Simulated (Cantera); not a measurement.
Input: 1 mol n-butane, 5.3 mol CO₂, 8 mol N₂, 0.023 mol H₂O, held at 1000 Pa.

Equilibrium computed with Cantera from the NASA thermochemical tables; the gas is ideal and each condensed phase is pure. Candidate condensed phases: C, C₆H₆, C₇H₈, C₈H₁₈, H₂O; 169 gas species. Ions and electrons are included (thermal ionisation). Equilibrium is a limit: real reactors are often held back by kinetics, nucleation or transport. All values below are at 2750 K.

Base state: CO 0.358, N₂ 0.315, H 0.195, H₂ 0.0812, H₂O 0.0149, O 0.0146, OH 0.00958, CO₂ 0.00955 (mole fractions); condensed: gas only.

What changes in the equilibrium state with this change: CO₂ from 5.3 to 5.5 mol?


```
species   before    after
-------  -------  -------
CO         0.358    0.360
N₂         0.315    0.312
H          0.195    0.192
H₂        0.0812   0.0785
CO₂      0.00955   0.0110
O         0.0146   0.0167
OH       0.00958   0.0108
H₂O       0.0149   0.0165
O₂       0.00107  0.00141
NO       0.00155  0.00176
```
